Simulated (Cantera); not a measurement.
A freely propagating, adiabatic, planar premixed flame of 31.6 % H2, 14.4 % O2, 54.0 % N2, unburnt at 625 K and 1500 Torr; mixture-averaged transport, grid criteria slope 0.08 and curve 0.16, no radiation.

Cantera simulation using the H2/O2 subset of GRI-Mech 3.0, which has no nitrogen chemistry; the numbers are that mechanism's predictions, not measurements. Burning velocities carry a grid error of a few per cent, more on coarse grids.

x: mole fraction of selected species; z is measured from the peak of heat release.

| z (mm) | T (K) | u (m/s) | x H2 | x O2 | x HO2 | x H2O2 | x O | x OH |
|---|---|---|---|---|---|---|---|---|
| -0.587 | 625 | 8.74 | 0.316 | 0.144 | <1e-8 | <1e-8 | <1e-8 | <1e-8 |
| -0.391 | 625 | 8.74 | 0.316 | 0.144 | <1e-8 | <1e-8 | <1e-8 | <1e-8 |
| -0.293 | 625 | 8.74 | 0.316 | 0.144 | <1e-8 | <1e-8 | <1e-8 | <1e-8 |
| -0.196 | 625 | 8.74 | 0.316 | 0.144 | 3.73e-7 | <1e-8 | <1e-8 | <1e-8 |
| -0.0978 | 638 | 8.87 | 0.312 | 0.144 | 0.000253 | 3.04e-6 | 5.76e-6 | 2.98e-5 |
| -0.0489 | 842 | 11.4 | 0.279 | 0.140 | 0.000354 | 2.47e-5 | 0.000328 | 0.000936 |
| 0 | 1310 | 17.1 | 0.175 | 0.0999 | 0.000154 | 8.95e-6 | 0.00519 | 0.00424 |
| 0.0489 | 1649 | 21.3 | 0.0855 | 0.0426 | 5.94e-5 | 3.51e-6 | 0.0108 | 0.0114 |
| 0.0978 | 1813 | 23.2 | 0.0638 | 0.0245 | 3.06e-5 | 2.05e-6 | 0.0114 | 0.0154 |
| 0.196 | 1980 | 25.1 | 0.0600 | ? | ? | ? | ? | 0.0179 |
| 0.391 | 2148 | 26.9 | 0.0577 | 0.0144 | 1.23e-5 | 6.71e-7 | 0.00719 | 0.0186 |
| 0.782 | 2303 | 28.5 | 0.0536 | 0.0107 | 7.52e-6 | 4.53e-7 | 0.00473 | 0.0177 |
| 1.56 | 2432 | 29.8 | 0.0484 | 0.00736 | 4.48e-6 | 3.41e-7 | 0.00283 | 0.0154 |

Problem. Some entries are withheld; supply them.

Solution. 
- 0.196, x O2: 0.0183
- 0.196, x HO2: 1.92e-5
- 0.196, x H2O2: 1.14e-6
- 0.196, x O: 0.00975
